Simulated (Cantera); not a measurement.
Cantera run, input and output.

```python
import numpy as np
import cantera as ct

gas = ct.Solution("h2o2.yaml")
gas.TPX = 398, 1000000, {'H2': 1, 'O2': 0.5, 'N2': 1.95}
flame = ct.FreeFlame(gas, width=0.008)
flame.set_refine_criteria(ratio=3, slope=0.08, curve=0.16)
flame.transport_model = "mixture-averaged"
flame.solve(loglevel=0, auto=True)
z, T = flame.grid, flame.T
thick = (T[-1] - T[0]) / np.gradient(T, z).max()
show = ['H2', 'O2', 'H2O', 'OH', 'HO2', 'O']
print(f"laminar burning velocity  {flame.velocity[0] * 100:.3f} cm/s")
print(f"burnt temperature         {T[-1]:.1f} K")
print(f"thermal thickness         {thick * 1e3:.4f} mm")
print(f"grid points               {len(z)}")
z0 = z[flame.heat_release_rate.argmax()]
print(f"{'z/mm':>9s}{'T/K':>9s}{'u/(m/s)':>9s}" + "".join(f"{s:>11s}" for s in show))
rows = []
for k in (-3, -2, -1.5, -1, -0.5, -0.25, 0, 0.25, 0.5, 1, 2, 4, 8):
    zz = z0 + k * thick
    rows.append([k * thick, np.interp(zz, z, T), np.interp(zz, z, flame.velocity),
                 *(np.interp(zz, z, flame.X[gas.species_index(s)]) for s in show)])
    print(f"{rows[-1][0] * 1e3:9.3f}{rows[-1][1]:9.1f}{rows[-1][2]:9.3f}" + "".join(f"{x:11.3e}" for x in rows[-1][3:]))
```

It prints:

```
laminar burning velocity  230.791 cm/s
burnt temperature         2450.0 K
thermal thickness         0.0254 mm
grid points               109
     z/mm      T/K  u/(m/s)         H2         O2        H2O         OH        HO2          O
   -0.076    398.0    2.307  2.896e-01  1.450e-01  3.677e-07  1.088e-12  5.318e-09  1.720e-10
   -0.051    398.3    2.306  2.887e-01  1.452e-01  3.967e-06  1.125e-11  6.435e-08  1.645e-09
   -0.038    399.1    2.305  2.867e-01  1.456e-01  2.155e-05  7.226e-11  3.907e-07  7.750e-09
   -0.025    407.8    2.328  2.772e-01  1.474e-01  3.874e-04  7.115e-09  9.237e-06  9.641e-08
   -0.013    552.5    2.992  2.286e-01  1.515e-01  1.356e-02  1.619e-05  5.637e-04  6.385e-06
   -0.006    941.4    4.910  1.727e-01  1.357e-01  6.322e-02  7.280e-04  1.393e-03  2.122e-04
    0.000   1423.5    7.290  1.114e-01  9.729e-02  1.448e-01  2.615e-03  6.807e-04  1.637e-03
    0.006   1746.2    8.890  6.553e-02  5.861e-02  2.133e-01  6.268e-03  3.103e-04  3.338e-03
    0.013   1929.6    9.794  4.228e-02  3.636e-02  2.503e-01  9.785e-03  1.523e-04  3.942e-03
    0.025   2110.4   10.659  2.777e-02  2.147e-02  2.767e-01  1.236e-02  6.259e-05  3.469e-03
    0.051   2254.7   11.315  2.032e-02  1.522e-02  2.929e-01  1.137e-02  2.788e-05  2.083e-03
    0.102   2351.6   11.737  1.420e-02  1.161e-02  3.050e-01  9.072e-03  1.277e-05  1.082e-03
    0.203   2408.8   11.978  9.525e-03  9.301e-03  3.133e-01  7.115e-03  6.446e-06  5.902e-04
```

Model: the H2/O2 subset of GRI-Mech 3.0, which has no nitrogen chemistry, integrated in Cantera. The hydrogen kinetics of GRI-Mech 3.0 are dated; newer H2 mechanisms differ, most at raised pressure. Burning velocities carry a grid error of a few per cent, more on coarse grids.
